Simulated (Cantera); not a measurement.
**Low-pressure radical oxidation in H2/O2**

A perfectly stirred reactor is fed with H₂ : O₂ = 0.16 : 1 (molar parts), equivalence ratio 0.080, at 10.00 Torr; it is held at 1148 K, and followed from long to short residence time.

Model: the H2/O2 subset of GRI-Mech 3.0, which has no nitrogen chemistry, integrated in Cantera. Radical loss at walls, strong at low pressure, is not modelled. The temperature is held fixed by assumption; the heat of reaction is taken as removed at once.

```
τ (s)       x H₂   x O₂   x H₂O₂  x H₂O    x HO₂     x OH      x O
------  --------  -----  -------  -----  -------  -------  -------
1.9     0.000337  0.850  2.07e-7  0.147  3.43e-6  0.00120  0.00173
0.65    0.000654  0.848  2.51e-7  0.146  4.78e-6  0.00172  0.00346
0.22     0.00126  0.844  2.87e-7  0.144  6.19e-6  0.00247  0.00684
0.077    0.00234  0.837  3.08e-7  0.140  7.37e-6  0.00346   0.0128
0.027    0.00424  0.825  3.13e-7  0.133  8.13e-6  0.00472   0.0221
0.0093   0.00756  0.810  3.13e-7  0.121  8.34e-6  0.00614   0.0334
0.0032    0.0138  0.799  3.37e-7  0.105  8.12e-6  0.00758   0.0398
```
x: mole fraction; the columns are a selection and need not sum to one.
